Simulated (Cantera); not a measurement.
A Cantera script and what it prints.

```python
import numpy as np
import cantera as ct

gas_names = """
    H H2 H2S N NH NH2 NH3 N2 N2H2 N2H4 Ni NiS S SH SN S2 S8
""".split()
cond_names = """
    Ni(cr) Ni(L) NiS(b) NiS(a) NiS(L) NiS2(s) NiS2(L) Ni3S2(I) Ni3S2(II) Ni3S2(L) Ni3S4(s) S(cr1) S(cr2)
    S(L)
""".split()


def load(file, names, dense=False):
    # The tables refer to 1 bar. Condensed volumes are neglected.
    table = {s.name: s for s in ct.Species.list_from_file(file)}
    out = []
    for n in names:
        d = dict(table[n].input_data)
        d["thermo"] = dict(d["thermo"], **{"reference-pressure": 1e5})
        if dense:
            d["equation-of-state"] = {"model": "constant-volume", "density": "1e6 g/cm^3"}
        out.append(ct.Species.from_dict(d))
    return out


gas = ct.Solution(thermo="ideal-gas", species=load("nasa_gas.yaml", gas_names))
cond = {s.name: ct.Solution(thermo="fixed-stoichiometry", species=[s], name=s.name)
        for s in load("nasa_condensed.yaml", cond_names, dense=True)}
atoms = {
    'Ni': {'Ni': 1},
    'H2S': {'H': 2, 'S': 1},
    'N2': {'N': 2},
    'NH3': {'N': 1, 'H': 3},
}
top_T = {'Ni3S4(s)': 620}  # K; cautious upper limits of use, not melting points


def equilibrate(T, P, feed):
    n = {}
    for name, mol in feed.items():
        for a, k in atoms[name].items():
            n[a] = n.get(a, 0.0) + k * mol
    gas.TPX = T, P, n
    mass = sum(n.values()) * gas.mean_molecular_weight
    gas.equilibrate("TP")
    valid = [c for c in cond.values() if c.min_temp <= T <= top_T.get(c.name, c.max_temp)]
    mix = ct.Mixture([(gas, mass / gas.mean_molecular_weight)] + [(c, 0.0) for c in valid])
    mix.T, mix.P = T, P
    mix.equilibrate("TP", solver="vcs", rtol=1e-11, max_steps=5000)
    return mix


results = []
feed = {'Ni': 1, 'H2S': 0.37, 'N2': 24, 'NH3': 15}  # mol
P = 56  # Pa
for T in [1073, 1173, 1273, 1373, 1473, 1573, 1673, 1773, 1873, 1973]:
    mix = equilibrate(T, P, feed)
    results.append((T, P, feed, dict(zip(mix.species_names, mix.species_moles))))
    x = sorted(zip(gas.X, gas.species_names), reverse=True)
    print(f"T = {T:g} K  P = {P:g} Pa  gas = {mix.phase_moles(0):.4g} mol")
    print("   x: " + "  ".join(f"{s} {v:.3e}" for v, s in x if v > 0.0001))
    print("   condensed (mol): " + ("  ".join(f"{mix.phase(i).name} {mix.phase_moles(i):.4g}"
          for i in range(1, mix.n_phases) if mix.phase_moles(i) > 1e-12) or "none"))
```

Result:

```
T = 1073 K  P = 56 Pa  gas = 54.37 mol
   x: N2 5.794e-01  H2 4.186e-01  H2S 1.994e-03
   condensed (mol): Ni(cr) 0.6094  Ni3S2(L) 0.1302
T = 1173 K  P = 56 Pa  gas = 54.38 mol
   x: N2 5.793e-01  H2 4.178e-01  H2S 2.743e-03  S2 1.020e-04
   condensed (mol): Ni(cr) 0.687  Ni3S2(L) 0.1043
T = 1273 K  P = 56 Pa  gas = 54.41 mol
   x: N2 5.789e-01  H2 4.167e-01  H2S 3.504e-03  S2 7.175e-04
   condensed (mol): Ni(cr) 0.8562  Ni3S2(L) 0.04794
T = 1373 K  P = 56 Pa  gas = 54.48 mol
   x: N2 5.782e-01  H2 4.167e-01  H2S 2.960e-03  S2 1.780e-03  SH 2.544e-04
   condensed (mol): Ni(cr) 0.9997
T = 1473 K  P = 56 Pa  gas = 54.52 mol
   x: N2 5.778e-01  H2 4.172e-01  S2 2.181e-03  H2S 1.914e-03  SH 4.382e-04  H 3.453e-04
   condensed (mol): Ni(cr) 0.9965
T = 1573 K  P = 56 Pa  gas = 54.58 mol
   x: N2 5.771e-01  H2 4.169e-01  S2 2.318e-03  H2S 1.231e-03  H 1.109e-03  SH 6.637e-04  Ni 4.388e-04  S 1.857e-04
   condensed (mol): Ni(cr) 0.9726
T = 1673 K  P = 56 Pa  gas = 54.8 mol
   x: N2 5.748e-01  H2 4.145e-01  H 3.098e-03  Ni 2.980e-03  S2 2.182e-03  SH 9.010e-04  H2S 7.850e-04  S 4.865e-04  NiS 2.160e-04
   condensed (mol): Ni(cr) 0.8249
T = 1773 K  P = 56 Pa  gas = 55.68 mol
   x: N2 5.658e-01  H2 4.059e-01  Ni 1.572e-02  H 7.659e-03  S2 1.737e-03  SH 1.074e-03  S 1.048e-03  NiS 5.752e-04  H2S 4.749e-04
   condensed (mol): Ni(L) 0.09264
T = 1873 K  P = 56 Pa  gas = 56.08 mol
   x: N2 5.617e-01  H2 3.983e-01  Ni 1.749e-02  H 1.721e-02  S 2.033e-03  S2 1.351e-03  SH 1.227e-03  NiS 3.391e-04  H2S 2.960e-04
   condensed (mol): none
T = 1973 K  P = 56 Pa  gas = 56.64 mol
   x: N2 5.561e-01  H2 3.853e-01  H 3.539e-02  Ni 1.749e-02  S 3.276e-03  SH 1.217e-03  S2 8.499e-04  NiS 1.699e-04  H2S 1.691e-04
   condensed (mol): none
```

Method: chemical equilibrium by Gibbs-energy minimisation in Cantera with the NASA 1993 tables (ideal gas, pure condensed phases). Metal and sulfide melt together well below either melting point, which pure phases cannot show. Mutual solubility and eutectic melting of coexisting phases are not modelled. Gases not in the tables: S3 to S7.
